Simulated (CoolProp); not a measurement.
Model: reference Helmholtz-energy equation of state, Lemmon 2016, in CoolProp.

For R365MFC, give the phase and the Joule-Thomson coefficient (K/MPa), fugacity coefficient at 244 K and 0.053 MPa; 244 K and 0.224 MPa; 244 K and 0.943 MPa.


- 244 K and 0.053 MPa: liquid; Joule-Thomson coefficient -0.371, fugacity coefficient 0.0654
- 244 K and 0.224 MPa: liquid; Joule-Thomson coefficient -0.371, fugacity coefficient 0.0156
- 244 K and 0.943 MPa: liquid; Joule-Thomson coefficient -0.372, fugacity coefficient 0.00385
